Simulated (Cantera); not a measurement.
Input: 1 mol CH2F2, 1.3 mol H2, 0.36 mol HCl, equilibrated at 1625 K and 42.8 Torr.

Cantera equilibrium calculation (NASA polynomials, part measured and part estimated; ideal gas, pure solids and liquids). Candidate condensed phases: C, C6H6, C7H8, C8H18; 118 gas species. Equilibrium is a limit: real reactors are often held back by kinetics, nucleation or transport.

Base state: HF 0.546, H2 0.355, HCl 0.0983, H 0.000176, Cl 3.84e-5, C2H2 (acetylene) 1.26e-5, CH4 1.06e-5 (mole fractions); condensed: C(graphite).

Q: What changes in the equilibrium state with this change: temperature from 1625 K to 2098 K?

A: 
```tsv
species	before	after
HF	0.546	0.544
H2	0.355	0.350
HCl	0.0983	0.0964
H	0.000176	0.00763
Cl	3.84e-5	0.00155
C2H2 (acetylene)	1.26e-5	0.000500
CH4	1.06e-5	2.31e-6
C(graphite), mol	1.000	0.996
```
